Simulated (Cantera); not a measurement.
Input: 1 mol BN, 5.6 mol N₂, equilibrated at 750 Torr.

These are equilibrium values from Cantera (NASA tables, ideal gas, pure condensed phases), not measurements of a reactor. Candidate condensed phases: B, BN; 5 gas species. Kinetics and transport are ignored.

### Question
At 2525 °C, list the 3 most abundant gas species with their mole fractions, and the condensed phases.

### Answer
N₂ 0.999, B 0.00111, BN 0.000271. Condensed: B(l).
